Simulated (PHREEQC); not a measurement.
AlCl3 is added in steps, without added water, to 1 kg of water holding 3.1 mmol/kgw AgF, 1 mmol/kgw NaCl and 120 mmol/kgw Cu(NO3)2, at 25 °C. O2 is buffered at 0.21 atm. No CO2 enters from the air. Only these solids could form: Al(OH)3(a), Cu(OH)2, Atacamite, Cu2(OH)3NO3, Cerargyrite, Ag2O, Halite, CuF2:2H2O.

Base run: PHREEQC, ion-association model, wateq4f.dat. Each further column changes one thing. The table gives pH.

```json
[
 {"AlCl3 added (mol)": "0", "base": "4.32", "all activity coefficients set to 1": "3.91", "Davies equation for every ion": "4.31", "Debye-Hückel limiting law": "4.57", "metal-ligand complexes left out": "4.34"},
 {"AlCl3 added (mol)": "0.072", "base": "3.36", "all activity coefficients set to 1": "3.08", "Davies equation for every ion": "3.45", "Debye-Hückel limiting law": "4.41", "metal-ligand complexes left out": "3.54"},
 {"AlCl3 added (mol)": "0.144", "base": "3.21", "all activity coefficients set to 1": "2.93", "Davies equation for every ion": "3.20", "Debye-Hückel limiting law": "4.59", "metal-ligand complexes left out": "3.37"},
 {"AlCl3 added (mol)": "0.252", "base": "3.09", "all activity coefficients set to 1": "2.81", "Davies equation for every ion": "2.89", "Debye-Hückel limiting law": "[?]", "metal-ligand complexes left out": "3.23"},
 {"AlCl3 added (mol)": "0.324", "base": "3.04", "all activity coefficients set to 1": "2.75", "Davies equation for every ion": "2.70", "Debye-Hückel limiting law": "[?]", "metal-ligand complexes left out": "3.17"},
 {"AlCl3 added (mol)": "0.396", "base": "3.00", "all activity coefficients set to 1": "2.71", "Davies equation for every ion": "2.51", "Debye-Hückel limiting law": "[?]", "metal-ligand complexes left out": "3.11"},
 {"AlCl3 added (mol)": "0.468", "base": "2.96", "all activity coefficients set to 1": "2.68", "Davies equation for every ion": "2.31", "Debye-Hückel limiting law": "5.32", "metal-ligand complexes left out": "3.07"},
 {"AlCl3 added (mol)": "0.576", "base": "2.92", "all activity coefficients set to 1": "2.63", "Davies equation for every ion": "2.02", "Debye-Hückel limiting law": "5.51", "metal-ligand complexes left out": "3.01"},
 {"AlCl3 added (mol)": "0.648", "base": "2.90", "all activity coefficients set to 1": "2.61", "Davies equation for every ion": "1.83", "Debye-Hückel limiting law": "5.62", "metal-ligand complexes left out": "2.98"},
 {"AlCl3 added (mol)": "0.72", "base": "2.88", "all activity coefficients set to 1": "2.58", "Davies equation for every ion": "1.63", "Debye-Hückel limiting law": "[?]", "metal-ligand complexes left out": "2.95"}
]
```

Q: Some entries are withheld; supply them.

A: 
- 0.252, Debye-Hückel limiting law: 4.86
- 0.324, Debye-Hückel limiting law: 5.03
- 0.396, Debye-Hückel limiting law: 5.18
- 0.72, Debye-Hückel limiting law: 5.73

The ionic strength passes 0.7 mol/kgw, the rough limit of the ion-association models, in part of: base; all activity coefficients set to 1; Davies equation for every ion; Debye-Hückel limiting law; metal-ligand complexes left out. Fluoro complexes past AlF4- and FeF3 are missing from the database.
